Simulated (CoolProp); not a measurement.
n-nonane at 298.15 K and 1.25 MPa flows at 4.8 m/s in a round tube of 1 mm bore and 15 µm roughness, fully developed (64/Re and Nu = 3.66 if laminar; Colebrook and Gnielinski if turbulent). Each further row changes one setting.

The numbers come from the reference Helmholtz-energy equation of state, Lemmon 2006 in CoolProp. It is a short technical equation, of lower accuracy than the large ones.

```json
[
 {"case": "as stated", "Reynolds number": "5180", "Darcy friction factor": "0.0513", "pressure drop (Pa/m)": "422000", "heat-transfer coefficient (W/(m² K))": "7590", "mass flow (kg/h)": "9.70"},
 {"case": "velocity 9.6 m/s", "Reynolds number": "10400", "Darcy friction factor": "0.0478", "pressure drop (Pa/m)": "1570000", "heat-transfer coefficient (W/(m² K))": "16300", "mass flow (kg/h)": "19.4"},
 {"case": "diameter 2 mm", "Reynolds number": "10400", "Darcy friction factor": "0.0403", "pressure drop (Pa/m)": "166000", "heat-transfer coefficient (W/(m² K))": "7350", "mass flow (kg/h)": "38.8"}
]
```

Viscosity comes from a separate model (Huber 2004). Thermal conductivity comes from a separate model (Huber 2005).
